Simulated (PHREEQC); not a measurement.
Solution (75 °C): 5.6 mmol/kgw AlCl3 and 0.031 mmol/kgw AgNO3. Closed to the air; pH follows from the charge balance.

The numbers come from PHREEQC with the ion-association model, wateq4f.dat.

```
Item                    Result
--------------  --------------
pH                        3.13
ionic strength  0.0320 mol/kgw
```

```
species   molality  activity   log γ
--------  --------  --------  ------
Cl-         0.0168    0.0138  -0.083
Al+3       0.00485   0.00125  -0.589
H+        0.000859  0.000739  -0.065
AlOH+2    0.000646  0.000320  -0.305
Al(OH)2+  0.000106   8.88e-5  -0.076
NO3-       3.10e-5   2.55e-5  -0.085
AgCl2-     1.59e-5   1.32e-5  -0.080
AgCl       1.28e-5   1.29e-5   0.003
```

This is a speciation only: nothing precipitates in the calculation. Examples of supersaturated solids here: Cerargyrite, Boehmite (slow to form). Others may be too. Complexes and solids missing from the database can't appear. At this temperature some constants are extrapolated from 25 °C, and those without enthalpy data are left unchanged.
